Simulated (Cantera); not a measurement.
An adiabatic, constant-pressure homogeneous reactor starts with 22.2 % H₂, 13.1 % O₂, 61.4 % N₂, 3.33 % H₂O, at 1098 K and 3.80 bar.

Cantera simulation using the H2/O2 subset of GRI-Mech 3.0, which has no nitrogen chemistry; the numbers are that mechanism's predictions, not measurements. The hydrogen kinetics of GRI-Mech 3.0 are dated; newer H2 mechanisms differ, most at raised pressure.

Q: Predict: time of steepest temperature rise; temperature at 1.00 s; equilibrium temperature; x(H₂) at 1.00 s; x(O₂) at 1.00 s; x(H₂O) at 1.00 s; x(OH) at 1.00 s; x(H) at 1.00 s; x(O) at 1.00 s.

A: 
```
Quantity                                                            Result
---------------------------------  ---------------------------------------
time of steepest temperature rise                                 0.816 ms
temperature at 1.00 s                                               2552 K
equilibrium temperature                                             2552 K
x(H₂) at 1.00 s                    0.00716 (gas-phase equilibrium 0.00716)
x(O₂) at 1.00 s                      0.0222 (gas-phase equilibrium 0.0222)
x(H₂O) at 1.00 s                       0.272 (gas-phase equilibrium 0.272)
x(OH) at 1.00 s                      0.0114 (gas-phase equilibrium 0.0114)
x(H) at 1.00 s                     0.00137 (gas-phase equilibrium 0.00137)
x(O) at 1.00 s                     0.00143 (gas-phase equilibrium 0.00143)
```
